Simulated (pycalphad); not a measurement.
An equivalent pycalphad script:

```python
from pycalphad import Database, equilibrium, calculate, variables as v
import numpy as np
db = Database('COST507.tdb')
comps = ['MG', 'SI', 'VA']
phases = ['DIAMOND_A4', 'HCP_A3', 'LIQUID', 'MG2SI']
from pycalphad.mapping import BinaryStrategy
m = BinaryStrategy(db, comps, phases, {v.X('SI'): (0, 1, 0.02), v.T: (350, 1650, 10), v.P: 101325, v.N: 1})
m.do_map()
```

Computed with pycalphad from the COST 507 light-alloy database (1999), at 1 atm. No gas phase is included, though pure Mg would boil below 1650 K. These are 1990s assessments: newer ones move some temperatures and phases. Kinetics are ignored, which matters at the lower temperatures.

Three-phase equilibria found:

```csv
type,reaction on cooling,T (K),Si in phase 1 (wt.%),Si in phase 2 (wt.%),Si in phase 3 (wt.%)
eutectic,LIQUID → MG2SI + DIAMOND_A4,1216.6,36.6,57.7,100
eutectic,LIQUID → HCP_A3 + MG2SI,911.9,<0.01,1.5,36.6
```

Phases 1 to 3 are ordered by rising Si content. The map covers 350 K to 1650 K; reactions that its mapper missed or could not classify are not listed.

Database names, with the compositions (at.%) that they take in these runs: MG2SI: Mg 67 Si 33. HCP_A3 is hcp; DIAMOND_A4 is diamond (Si).
